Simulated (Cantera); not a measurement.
A freely propagating, adiabatic, planar premixed flame of 6.76 % CH4, 19.6 % O2, 73.6 % N2, unburnt at 375 K and 15000 Pa; unity-Lewis-number transport, grid criteria slope 0.08 and curve 0.16, no radiation.

Computed with Cantera and GRI-Mech 3.0 (53 species, 325 reactions). Unity Lewis numbers drop preferential diffusion, which matters most where H2 and H carry the flame. Burning velocities carry a grid error of a few per cent, more on coarse grids.

Task: Predict: laminar burning velocity; thermal thickness; peak x(HO2); peak x(O); peak x(CH2CO).

Result: 
```json
{
 "laminar_burning_velocity": "43.3 cm/s",
 "thermal_thickness": "2.75 mm",
 "peak x(HO2)": "0.000100",
 "peak x(O)": "0.00703",
 "peak x(CH2CO)": "1.41e-5"
}
```
